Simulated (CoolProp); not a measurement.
Vapour-liquid equilibrium of cis-2-butene (1) + methanol (2) at 364 K; x and y are mole fractions of (1).

The numbers come from the multi-fluid Helmholtz-energy mixture model, Lemmon 2005 and de Reuck 1993; pair parameters Bell 2016 in CoolProp.

```csv
x,"bubble pressure, mixture model (bar)","bubble pressure, Raoult's law (bar)","y, mixture model","y, Raoult's law"
0.05,5.209,3.087,0.495,0.190
0.15,8.953,4.000,0.710,0.441
0.25,10.91,4.913,0.765,0.598
0.35,11.66,5.826,0.783,0.706
0.45,11.84,6.739,0.788,0.785
0.55,11.89,7.652,0.789,0.845
0.65,11.99,8.565,0.795,0.892
0.75,12.17,9.478,0.813,0.931
0.85,12.29,10.39,0.854,0.962
0.95,12.11,11.30,0.934,0.988
```

The largest gap from Raoult's law is +123.8 % in bubble pressure, at x = 0.15. y crosses x between x = 0.85 and 0.95: the model has an azeotrope there.

The pair parameters rest on a limited set of measurements; away from them the model extrapolates. With so large a gap from Raoult's law the liquid may split in two, which this calculation doesn't test in full.
